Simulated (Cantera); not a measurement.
Predominance diagram of Ca at 625 K against the partial pressures of O2 and F2 (log10, bar). Cantera with NASA thermochemical tables; ideal gases at 1 bar, condensed phases pure. Candidates: Ca(s), CaF2(s), CaO(s). Only these pure phases compete in this equilibrium. Not in the tables: oxide halides.

Question: Which phase is stable at these pairs, and which metal-bearing vapour leads over it? (-4.8, 1); (-4.8, -38.2); (0, -38.2); (-1.6, -49.4); (-11.3, -10.2); (-16.1, -4.6); (-11.3, -38.2)

Answer: 
| log p(O2) | log p(F2) | phase | chief vapour | log p (bar) |
|---|---|---|---|---|
| -4.8 | 1 | CaF2(s) | CaF2 | -26.4 |
| -4.8 | -38.2 | CaF2(s) | CaF2 | -26.4 |
| 0 | -38.2 | CaF2(s) | CaF2 | -26.4 |
| -1.6 | -49.4 | CaO(s) | CaF2 | -29.2 |
| -11.3 | -10.2 | CaF2(s) | CaF2 | -26.4 |
| -16.1 | -4.6 | CaF2(s) | CaF2 | -26.4 |
| -11.3 | -38.2 | CaF2(s) | CaF2 | -26.4 |
